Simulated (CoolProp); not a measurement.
Vapour-liquid equilibrium of ethylbenzene (1) + n-nonane (2) at 133.25 °C; x and y are mole fractions of (1).

Values from CoolProp's multi-fluid Helmholtz-energy mixture model, Zhou 2012 and Lemmon 2006; pair parameters Bell 2016.

### Question
Give the bubble pressure and the first vapour's composition at x = 0.05, 0.5, 0.8. Is there an azeotrope?

### Answer
x = 0.05: 64.54 kPa, y = 0.083; x = 0.5: 82.46 kPa, y = 0.602; x = 0.8: 90.30 kPa, y = 0.839. No azeotrope shows between x = 0.05 and 0.95.

Pair parameters are fitted to limited data, so mixtures are less certain than the pure fluids.
